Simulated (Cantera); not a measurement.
A freely propagating, adiabatic, planar premixed flame of H2 : O2 : N2 = 1 : 0.227 : 0.932 (molar parts), equivalence ratio 2.2, unburnt at 648 K and 75.0 Torr; mixture-averaged transport, grid criteria slope 0.08 and curve 0.16, no radiation.

Model: the H2/O2 subset of GRI-Mech 3.0, which has no nitrogen chemistry, integrated in Cantera. Burning velocities carry a grid error of a few per cent, more on coarse grids.

x: mole fraction of selected species; z is measured from the peak of heat release.

| z (mm) | T (K) | u (m/s) | x H2 | x O2 | x H2O | x HO2 | x H2O2 | x OH |
|---|---|---|---|---|---|---|---|---|
| -28.8 | 648 | 7.14 | 0.463 | 0.105 | <1e-8 | <1e-8 | <1e-8 | <1e-8 |
| -19.2 | 648 | 7.14 | 0.463 | 0.105 | <1e-8 | <1e-8 | <1e-8 | <1e-8 |
| -14.4 | 648 | 7.14 | 0.463 | 0.105 | <1e-8 | <1e-8 | <1e-8 | <1e-8 |
| -9.59 | 648 | 7.14 | 0.463 | 0.105 | 1.23e-7 | 8.47e-7 | <1e-8 | <1e-8 |
| -4.79 | 657 | 7.24 | 0.461 | 0.105 | 0.000666 | 2.38e-5 | ? | 1.57e-5 |
| -2.40 | 753 | 8.23 | 0.439 | 0.101 | 0.0105 | 1.75e-5 | ? | 0.000157 |
| 0 | 1076 | 11.5 | 0.296 | 0.0540 | 0.108 | 7.08e-6 | ? | 0.00162 |
| 2.40 | 1295 | 13.7 | 0.202 | 0.00385 | 0.207 | 4.99e-7 | 6.91e-8 | 0.00216 |
| 4.79 | 1376 | 14.5 | 0.202 | 0.000825 | 0.214 | 9.82e-8 | 6.45e-8 | 0.00246 |
| 9.59 | 1473 | 15.4 | 0.211 | 0.000686 | 0.216 | 7.29e-8 | 6.63e-8 | 0.00303 |
| 19.2 | 1586 | 16.5 | 0.222 | 0.000595 | 0.217 | 5.73e-8 | ? | 0.00360 |
| 38.3 | 1709 | 17.6 | 0.233 | 0.000460 | 0.220 | 4.18e-8 | ? | 0.00397 |
| 76.7 | 1828 | 18.6 | 0.244 | 0.000315 | 0.222 | 2.91e-8 | ? | 0.00399 |

Question: Some entries are withheld; supply them.

Answer: 
- -4.79, x H2O2: 1.35e-7
- -2.40, x H2O2: 8.87e-8
- 0, x H2O2: 1.34e-7
- 19.2, x H2O2: 5.59e-8
- 38.3, x H2O2: 3.76e-8
- 76.7, x H2O2: 2.16e-8
